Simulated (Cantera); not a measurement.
Charge: 1 mol C2H2, 16 mol H2, at 2202 °C.

These are equilibrium values from Cantera (NASA tables, ideal gas, pure condensed phases), not measurements of a reactor. Candidate condensed phases: C, C6H6, C7H8, C8H18; 76 gas species. Equilibrium is a limit: real reactors are often held back by kinetics, nucleation or transport.

Problem. At 22.0 bar, list the 7 most abundant gas species with their mole fractions, and the condensed phases.

Solution. H2 0.982, C2H2 (acetylene) 0.00955, H 0.00475, CH4 0.00331, CH3 0.000290, C2H4 0.000164, C4H2 3.83e-5. Condensed: C(graphite).
